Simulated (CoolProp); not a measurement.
A simple Rankine cycle with carbonyl sulfide: condensing at 307.15 K, boiler at 4.68 MPa, turbine inlet 400.9 K, turbine efficiency 0.8, pump efficiency 0.6, no recuperator. Each further row changes one setting.

Model: reference Helmholtz-energy equation of state, Lemmon 2006, in CoolProp. It is a short technical equation, of lower accuracy than the large ones.

| case | thermal efficiency (%) | net work (kJ/kg) | heat in (kJ/kg) | turbine exit temperature (K) | volume ratio over the turbine |
|---|---|---|---|---|---|
| as stated | (withheld) | 28.2 | 278 | 323.9 | 2.67 |
| turbine inlet 420.9 K | 10.6 | 31.8 | 300 | 344.2 | (withheld) |
| condensing temperature 299.15 K | 11.5 | 33.3 | 289 | 312.5 | 3.17 |
| boiler pressure 3.28 MPa | 7.6 | (withheld) | 297 | 351.5 | 1.91 |
| turbine efficiency 0.7 | 8.6 | 24.0 | 278 | 328.6 | 2.73 |

### Question
Some entries are withheld; supply them.

### Answer

- as stated, thermal efficiency (%): 10.1
- turbine inlet 420.9 K, volume ratio over the turbine: 2.64
- boiler pressure 3.28 MPa, net work (kJ/kg): 22.6
